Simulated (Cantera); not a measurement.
Source: NASA polynomial tables (part measured, part estimated), evaluated in Cantera. Values are per mole of reaction as written; species without (g) are pure solids or liquids, kept so even where they would boil at 1 bar.

2 H(g) = H₂(g), with ΔH° = -436.0 kJ and ΔS° = -98.8 J/K at 300 K.

Problem. How far is the shortcut ΔG° ≈ ΔH°(300 K) − T·ΔS°(300 K) from the full temperature-dependent value at 1998, 2073, 2148, 2223, 2298, 2373, 2448 K?

Solution. 
| T (K) | shortcut (kJ) | full (kJ) | difference (kJ) | difference in log10 K |
|---|---|---|---|---|
| 1998 | -238.5 | -213.8 | -24.7 | 0.65 |
| 2073 | -231.1 | -204.8 | -26.3 | 0.66 |
| 2148 | -223.7 | -195.8 | -28.0 | 0.68 |
| 2223 | -216.3 | -186.7 | -29.6 | 0.70 |
| 2298 | -208.9 | -177.6 | -31.3 | 0.71 |
| 2373 | -201.5 | -168.5 | -32.9 | 0.73 |
| 2448 | -194.1 | -159.4 | -34.6 | 0.74 |
The shortcut ignores the heat-capacity change of the reaction.
